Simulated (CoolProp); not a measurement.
Vapour-liquid equilibrium of R22 (1) + methanol (2) at 313.8 K; x and y are mole fractions of (1).

Computed with CoolProp (multi-fluid Helmholtz-energy mixture model, Kamei 1995 and de Reuck 1993; pair parameters Bell 2016).

| x | bubble pressure, mixture model (MPa) | bubble pressure, Raoult's law (MPa) | y, mixture model | y, Raoult's law |
|---|---|---|---|---|
| 0.05 | 0.1561 | 0.1127 | 0.770 | 0.691 |
| 0.2 | 0.4646 | 0.3409 | 0.927 | 0.914 |
| 0.35 | 0.7102 | 0.5691 | 0.956 | 0.958 |
| 0.5 | 0.9099 | 0.7973 | 0.968 | 0.977 |
| 0.65 | 1.083 | 1.026 | 0.977 | 0.988 |
| 0.8 | 1.257 | 1.254 | 0.985 | 0.994 |
| 0.95 | 1.468 | 1.482 | 0.995 | 0.999 |

The largest gap from Raoult's law is +38.5 % in bubble pressure, at x = 0.05. No azeotrope shows between x = 0.05 and 0.95.

Pair parameters are fitted to limited data, so mixtures are less certain than the pure fluids. The gap from Raoult's law changes sign with composition, which may be real or a fault of the pair parameters; it wasn't checked against measurements.
